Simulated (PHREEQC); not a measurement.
## Reverse-osmosis permeate

Model water analysis in mmol/kgw, 20 °C, pH 6.02, pe 11.5:

```tsv
constituent	mmol/kgw
Na	0.07
K	0.0649
Ca	0.0311
Mg	0.0362
Cl	0.161
S(6)	0.014
Alkalinity (meq/kgw)	0.073
Li	0.000639
O(0) (counted as O atoms)	0.0102
Si	0.000614
Pb	0.0021
```

Na is adjusted to close the charge balance.
Valence states are taken as typed.

Equilibrium calculation in PHREEQC: ion-association model, phreeqc.dat.

Each row changes one thing in this solution. No solid was allowed to form.

| case | CO2 (mol/kgw) | HCO3- (mol/kgw) | Pb+2 (mol/kgw) | PbHCO3+ (mol/kgw) | PbCO3 (mol/kgw) | MgSO4 (mol/kgw) | SI of Cerussite (PbCO3) | SI of Pb(OH)2 (Pb(OH)2) |
|---|---|---|---|---|---|---|---|---|
| as made | 0.000166 | 7.36e-5 | 1.85e-6 | 9.94e-8 | 9.39e-8 | 8.68e-8 | -1.08 | -2.05 |
| temperature from 20 to 25 °C at the same typed pH | 0.000155 | 7.36e-5 | 1.84e-6 | [?] | 1.04e-7 | 9.86e-8 | -1.09 | [?] |
| all concentrations times 4 at the same typed pH | 0.000638 | [?] | 5.86e-6 | [?] | 1.06e-6 | 1.15e-6 | -0.03 | -1.59 |
| pH from 6.02 to 6.32 at the same alkalinity | 8.23e-5 | 7.29e-5 | 1.75e-6 | 9.29e-8 | [?] | 8.68e-8 | -0.81 | -1.48 |
| Li from 0.000639 to 0.00032 mmol/kgw | 0.000166 | 7.36e-5 | 1.85e-6 | 9.94e-8 | 9.39e-8 | 8.68e-8 | -1.08 | -2.05 |

Question: Complete the blanks.

Answer: 
- temperature from 20 to 25 °C at the same typed pH, PbHCO3+ (mol/kgw): 9.87e-8
- temperature from 20 to 25 °C at the same typed pH, SI of Pb(OH)2 (Pb(OH)2): -1.88
- all concentrations times 4 at the same typed pH, HCO3- (mol/kgw): 0.000289
- all concentrations times 4 at the same typed pH, PbHCO3+ (mol/kgw): 1.14e-6
- pH from 6.02 to 6.32 at the same alkalinity, PbCO3 (mol/kgw): 1.75e-7

Species that the database lacks are ignored.
